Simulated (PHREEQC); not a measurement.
Nickel, zinc or cadmium bath: an equilibrium model

Make-up at 20 °C: 0.0041 mol CdCl2, 0.0027 mol KCl and 0.00024 mol HNO3 per kg of water. Closed to the air; pH follows from the charge balance.

The numbers come from PHREEQC with the ion-association model, phreeqc.dat.

No solid was allowed to form.

**Question.** Predict the pH, ionic strength.

**Answer.** pH 3.66; ionic strength 0.0122 mol/kgw.

**Question.** In which forms is Cd present?

**Answer.** Cd+2 63 %, CdCl+ 36 %, CdCl2 1.1 % of the Cd.

Species that the database lacks are ignored.
